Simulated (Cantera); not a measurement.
Input (Python, Cantera):

```python
import numpy as np
import cantera as ct

surf = ct.Interface("ptcombust.yaml", "Pt_surf")
gas = surf.adjacent["gas"]
gas.TPX = 675, 280000, {'CO': 0.022, 'O2': 0.057, 'N2': 0.79, 'H2O': 0.03}
surf.TP = 675, 280000
reactor = ct.FlowReactor(gas, clone=False)
reactor.area = 0.0001  # m2
reactor.surface_area_to_volume_ratio = 2900  # 1/m
reactor.mass_flow_rate = 0.24 * reactor.area * gas.density  # inlet velocity 0.24 m/s
reactor.energy_enabled = False
wall = ct.ReactorSurface(surf, reactor, clone=False)
net = ct.ReactorNet([reactor])
net.rtol, net.atol = 1e-8, 1e-16
show, cover = ['CO', 'O2', 'H2O', 'CO2'], ['PT(S)', 'H(S)', 'O(S)', 'OH(S)', 'CO(S)', 'C(S)']

rows = []
print(f"{'z/m':>9s}{'u/(m/s)':>9s}" + "".join(f"{s:>13s}" for s in show + cover))
for z in [0.00073, 0.0012, 0.002, 0.0034, 0.0057, 0.0094, 0.016, 0.026, 0.044, 0.073]:
    net.advance(z)
    rows.append([reactor.speed, *gas[show].X, *surf[cover].coverages])
    print(f"{z:9.4g}{rows[-1][0]:9.3g}" + "".join(f"{x:13.4e}" for x in rows[-1][1:]))
```

Output:

```
      z/m  u/(m/s)           CO           O2          H2O          CO2        PT(S)         H(S)         O(S)        OH(S)        CO(S)         C(S)
  0.00073     0.24   2.2825e-02   6.2623e-02   3.3398e-02   1.6672e-03   1.3227e-02   1.7381e-08   4.8913e-03   5.7345e-04   9.8129e-01   2.9978e-13
   0.0012     0.24   2.1699e-02   6.2089e-02   3.3417e-02   2.8068e-03   1.3617e-02   1.7710e-08   5.1429e-03   5.9677e-04   9.8063e-01   2.9331e-13
    0.002    0.239   1.9633e-02   6.1110e-02   3.3452e-02   4.8984e-03   1.4431e-02   1.8373e-08   5.6938e-03   6.4677e-04   9.7921e-01   2.8038e-13
   0.0034    0.239   1.5320e-02   5.9065e-02   3.3525e-02   9.2650e-03   1.6747e-02   2.0111e-08   7.4434e-03   7.9749e-04   9.7499e-01   2.4782e-13
   0.0057    0.237   2.5325e-03   5.3002e-02   3.3741e-02   2.2211e-02   8.1734e-03   5.9824e-10   9.8412e-01   6.4267e-03   1.2668e-03   1.1886e-18
   0.0094    0.237   1.5211e-03   5.2523e-02   3.3758e-02   2.3235e-02   5.2489e-03   3.0715e-10   9.8927e-01   5.1649e-03   3.1221e-04   1.8714e-19
    0.016    0.237   8.7362e-04   5.2216e-02   3.3769e-02   2.3890e-02   4.4850e-03   2.4248e-10   9.9060e-01   4.7783e-03   1.3074e-04   6.6873e-20
    0.026    0.237   4.4625e-04   5.2013e-02   3.3776e-02   2.4323e-02   4.1340e-03   2.1453e-10   9.9121e-01   4.5894e-03   5.6708e-05   2.6718e-20
    0.044    0.237   1.5388e-04   5.1875e-02   3.3781e-02   2.4619e-02   3.9371e-03   1.9937e-10   9.9156e-01   4.4799e-03   1.7730e-05   7.9528e-21
    0.073    0.237   3.0752e-05   5.1816e-02   3.3783e-02   2.4744e-02   3.8623e-03   1.9371e-10   9.9169e-01   4.4375e-03   3.4093e-06   1.5000e-21
```

Cantera simulation using Deutschmann's 1995 Pt surface mechanism with GRI-Mech 3.0 gas chemistry; the numbers are that mechanism's predictions, not measurements. Catalytic surfaces can have several steady states; this one follows from the mechanism file's or the stated starting coverage. Mass transfer to the wall is taken as infinitely fast.
